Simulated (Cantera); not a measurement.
An adiabatic, constant-volume homogeneous reactor starts with CH₄ : O₂ : N₂ = 1 : 1.05 : 10.5 (molar parts), equivalence ratio 1.9, at 1750 K and 72000 Pa. Integrator tolerance rtol = 1e-08.

Computed with Cantera and GRI-Mech 3.0 (53 species, 325 reactions).

### Question
What does this change do: constant pressure in place of constant volume?

### Answer
```tsv
quantity	before	after
time of steepest temperature rise	0.435 ms	0.465 ms
temperature at 5.00 s	2500 K	2332 K
equilibrium temperature	2500 K	2332 K
x(CH₄) at 5.00 s	1.47e-12 (gas-phase equilibrium 1.65e-12)	1.36e-12 (gas-phase equilibrium 1.52e-12)
x(O₂) at 5.00 s	2.86e-5 (gas-phase equilibrium 2.86e-5)	7.52e-6 (gas-phase equilibrium 7.52e-6)
x(O) at 5.00 s	7.39e-5 (gas-phase equilibrium 7.39e-5)	1.94e-5 (gas-phase equilibrium 1.94e-5)
x(CH₂) at 5.00 s	<1e-12 (gas-phase equilibrium <1e-12)	<1e-12 (gas-phase equilibrium <1e-12)
x(NO) at 5.00 s	0.000267 (gas-phase equilibrium 0.000267)	9.98e-5 (gas-phase equilibrium 9.98e-5)
```

### Question
What does this change do: N2 10.5 to 16 parts?

### Answer
```json
[
 {"quantity": "time of steepest temperature rise", "before": "0.435 ms", "after": "0.592 ms"},
 {"quantity": "temperature at 5.00 s", "before": "2500 K", "after": "2317 K"},
 {"quantity": "equilibrium temperature", "before": "2500 K", "after": "2317 K"},
 {"quantity": "x(CH₄) at 5.00 s", "before": "1.47e-12 (gas-phase equilibrium 1.65e-12)", "after": "1.03e-12 (gas-phase equilibrium 1.15e-12)"},
 {"quantity": "x(O₂) at 5.00 s", "before": "2.86e-5 (gas-phase equilibrium 2.86e-5)", "after": "4.55e-6 (gas-phase equilibrium 4.55e-6)"},
 {"quantity": "x(O) at 5.00 s", "before": "7.39e-5 (gas-phase equilibrium 7.39e-5)", "after": "1.18e-5 (gas-phase equilibrium 1.18e-5)"},
 {"quantity": "x(CH₂) at 5.00 s", "before": "<1e-12 (gas-phase equilibrium <1e-12)", "after": "<1e-12 (gas-phase equilibrium <1e-12)"},
 {"quantity": "x(NO) at 5.00 s", "before": "0.000267 (gas-phase equilibrium 0.000267)", "after": "7.85e-5 (gas-phase equilibrium 7.85e-5)"}
]
```
